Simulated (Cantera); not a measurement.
An isothermal, constant-pressure homogeneous reactor starts with 1.18 % C3H8, 98.8 % H2, at 1100 K and 0.0260 bar.

Computed with Cantera and GRI-Mech 3.0 (53 species, 325 reactions). GRI-Mech 3.0 was tuned for natural gas; its chemistry of propane as a main component is partial and can be far from experiment. GRI-Mech 3.0 stops at C3 and has no aromatics, soot or wall deposition, so with more carbon than oxygen in the feed, carbon stays in small species such as C2H2 where larger ones or solid carbon would form. Radical loss at walls, strong at low pressure, is not modelled.

**Question.** Predict: x(C3H8) at 200 s; x(H2) at 200 s; x(C2H2) at 200 s; x(C2H4) at 200 s; x(CH4) at 200 s.

**Answer.** 
```
Property                                            Result
----------------  ----------------------------------------
x(C3H8) at 200 s  1.66e-8 (gas-phase equilibrium 2.41e-11)
x(H2) at 200 s         0.974 (gas-phase equilibrium 0.965)
x(C2H2) at 200 s   0.00353 (gas-phase equilibrium 2.16e-5)
x(C2H4) at 200 s   0.00563 (gas-phase equilibrium 3.59e-5)
x(CH4) at 200 s      0.0164 (gas-phase equilibrium 0.0352)
```
